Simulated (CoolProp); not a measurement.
CH2F2 (R32) at 293.15 K and 14 MPa is throttled through a valve to 2.18 MPa with no heat exchange. Each further row changes one setting.

Values from CoolProp's reference Helmholtz-energy equation of state, Tillner-Roth 1997.

```tsv
case	temperature change (K)	final phase	final density (kg/m³)
as stated	-0.2	liquid	986
outlet pressure 0.654 MPa	-26.6	two-phase, vapour fraction 0.145	(withheld)
outlet pressure 2.83 MPa	(withheld)	liquid	(withheld)
```

Problem. What belongs in the gaps?

Solution. 
- outlet pressure 0.654 MPa, final density (kg/m³): 112
- outlet pressure 2.83 MPa, temperature change (K): -0.1
- outlet pressure 2.83 MPa, final density (kg/m³): 989
